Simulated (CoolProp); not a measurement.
Saturated liquid density (kg/m³) of R1224YDZ: the reference equation beside estimates from Tc = 428.7 K, pc = 3.334 MPa, ω = 0.325. Rackett uses Z = 0.29056 − 0.08775 ω.

Computed with CoolProp (reference Helmholtz-energy equation of state, Akasaka 2023).

| T (K) | reference | Rackett | van der Waals | Redlich-Kwong | Soave-Redlich-Kwong | Peng-Robinson |
|---|---|---|---|---|---|---|
| 209.5 | 1583 | 1601 | 916.3 | 1361 | 1399 | 1573 |
| 218.5 | 1561 | 1580 | 905.6 | 1344 | 1384 | 1557 |
| 227.6 | 1539 | 1559 | 894.5 | 1325 | 1369 | 1540 |
| 236.6 | 1517 | 1537 | 883.3 | 1307 | 1352 | 1523 |
| 245.6 | 1496 | 1515 | 871.7 | 1287 | 1335 | 1505 |
| 254.6 | 1473 | 1492 | 859.7 | 1266 | 1317 | 1486 |
| 263.6 | 1451 | 1469 | 847.4 | 1245 | 1298 | 1465 |
| 272.6 | 1428 | 1446 | 834.6 | 1223 | 1278 | 1444 |
| 281.7 | 1404 | 1421 | 821.3 | 1200 | 1257 | 1421 |
| 290.7 | 1380 | 1396 | 807.6 | 1176 | 1235 | 1397 |
| 299.7 | 1356 | 1371 | 793.4 | 1150 | 1211 | 1371 |

Absolute difference from the reference over all 11 rows, mean and median: Rackett 1.2 and 1.2 %, van der Waals 41.7 and 41.6 %, Redlich-Kwong 14.3 and 14.1 %, Soave-Redlich-Kwong 10.8 and 10.7 %, Peng-Robinson 0.8 and 0.9 %.
